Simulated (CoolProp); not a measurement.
Computed with CoolProp (reference Helmholtz-energy equation of state, Lemmon 2006). It is a short technical equation, of lower accuracy than the large ones.

Question: Give the vapour pressure (bar), vapour density (kg/m³), enthalpy of vaporisation (kJ/kg) of saturated neopentane at 88.55 °C.

Answer: 
```json
[
 {"T (°C)": "88.55", "p (bar)": "8.86", "vapour density (kg/m³)": "26.7", "enthalpy of vaporisation (kJ/kg)": "239"}
]
```
